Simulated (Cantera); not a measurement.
# Diamond growth

A diamond (100) surface in a fixed gas of H2 with x(CH4) = 0.0065, x(H) = 0.00043, at 1000 K, 0.00987 atm; coverages are run to steady state.

Model: the Harris–Goodwin 1993 mechanism for the reconstructed diamond (100) surface, integrated in Cantera.

| x(CH3) | growth (µm/h) | θ c6HH | θ c6H* | θ c6*H | θ c6** | θ c6HM |
|---|---|---|---|---|---|---|
| 1e-06 | 0.00161 | 0.605 | 0.0180 | 0.368 | 0.00817 | 0.000370 |
| 2.2e-06 | 0.00354 | 0.605 | 0.0180 | 0.368 | 0.00816 | 0.000812 |
| 5.1e-06 | 0.00818 | 0.604 | 0.0179 | 0.367 | 0.00814 | 0.00188 |
| 1.1e-05 | 0.0176 | 0.602 | 0.0179 | 0.366 | 0.00809 | 0.00404 |
| 2.6e-05 | 0.0411 | 0.598 | 0.0177 | 0.363 | 0.00797 | 0.00945 |
| 5.7e-05 | 0.0883 | 0.589 | 0.0175 | 0.358 | 0.00773 | 0.0203 |
| 0.00013 | 0.192 | 0.569 | 0.0169 | 0.345 | 0.00721 | 0.0443 |
| 0.00029 | 0.390 | 0.532 | 0.0157 | 0.322 | 0.00625 | 0.0901 |
| 0.00065 | 0.731 | 0.467 | 0.0137 | 0.280 | 0.00472 | 0.170 |
θ: site fractions in the mechanism's names (c6HH fully hydrogenated, c6H* and c6*H radical sites, c6** diradical, c6HM methylated).
